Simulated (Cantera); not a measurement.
A perfectly stirred reactor is fed with H₂ : O₂ : N₂ = 1.4 : 1 : 4.2 (molar parts), equivalence ratio 0.70, at 0.868 atm; it is held at 1175 K, and followed from long to short residence time.

Computed with Cantera and the H2/O2 subset of GRI-Mech 3.0, which has no nitrogen chemistry. The temperature is held fixed by assumption; the heat of reaction is taken as removed at once.

```tsv
quantity	before	after
x(H₂) at τ = 26.0 s	3.04e-5	0.000412
x(O₂) at τ = 26.0 s	0.0509	0.0510
x(O) at τ = 26.0 s	3.89e-7	1.79e-7
x(H₂O) at τ = 26.0 s	0.237	0.237
x(H₂O₂) at τ = 26.0 s	6.26e-8	1.33e-6
x(H₂) at τ = 60.0 ms	0.00155	0.0101
x(O₂) at τ = 60.0 ms	0.0515	0.0556
x(O) at τ = 60.0 ms	4.66e-5	1.73e-5
x(H₂O) at τ = 60.0 ms	0.235	0.226
x(H₂O₂) at τ = 60.0 ms	2.55e-6	2.80e-5
```

**Question.** Name the change that produced these shifts.
(A) N2 4.2 to 2.9 parts
(B) temperature 1175 to 1073 K
(C) pressure from 0.868 atm to 0.987 atm
(D) pressure from 0.868 atm to 0.464 atm

**Answer.** B, temperature 1175 to 1073 K
